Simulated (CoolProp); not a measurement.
Vapour-liquid equilibrium of ethanol (1) + toluene (2) at 9.99 bar; x and y are mole fractions of (1).

Model: multi-fluid Helmholtz-energy mixture model, Schroeder 2014 and Lemmon 2006; pair parameters Bell 2016, in CoolProp.

```json
[
 {"x": "0.05", "bubble temperature (K)": "471.1", "y at the bubble point": "0.266", "dew temperature at overall composition x (K)": "486.5", "liquid density (mol/L)": "7.465"},
 {"x": "0.15", "bubble temperature (K)": "450.6", "y at the bubble point": "0.518", "dew temperature at overall composition x (K)": "479.5", "liquid density (mol/L)": "8.016"},
 {"x": "0.25", "bubble temperature (K)": "441.0", "y at the bubble point": "0.623", "dew temperature at overall composition x (K)": "472.3", "liquid density (mol/L)": "8.473"},
 {"x": "0.35", "bubble temperature (K)": "435.8", "y at the bubble point": "0.681", "dew temperature at overall composition x (K)": "464.7", "liquid density (mol/L)": "8.929"},
 {"x": "0.45", "bubble temperature (K)": "432.5", "y at the bubble point": "0.721", "dew temperature at overall composition x (K)": "456.5", "liquid density (mol/L)": "9.430"},
 {"x": "0.55", "bubble temperature (K)": "430.2", "y at the bubble point": "0.756", "dew temperature at overall composition x (K)": "447.7", "liquid density (mol/L)": "10.00"},
 {"x": "0.65", "bubble temperature (K)": "428.2", "y at the bubble point": "0.793", "dew temperature at overall composition x (K)": "438.5", "liquid density (mol/L)": "10.67"},
 {"x": "0.75", "bubble temperature (K)": "426.6", "y at the bubble point": "0.836", "dew temperature at overall composition x (K)": "430.5", "liquid density (mol/L)": "11.46"},
 {"x": "0.85", "bubble temperature (K)": "425.2", "y at the bubble point": "0.890", "dew temperature at overall composition x (K)": "426.1", "liquid density (mol/L)": "12.39"},
 {"x": "0.95", "bubble temperature (K)": "424.2", "y at the bubble point": "0.959", "dew temperature at overall composition x (K)": "424.3", "liquid density (mol/L)": "13.47"}
]
```

No azeotrope shows between x = 0.05 and 0.95.

Pair parameters are fitted to limited data, so mixtures are less certain than the pure fluids.
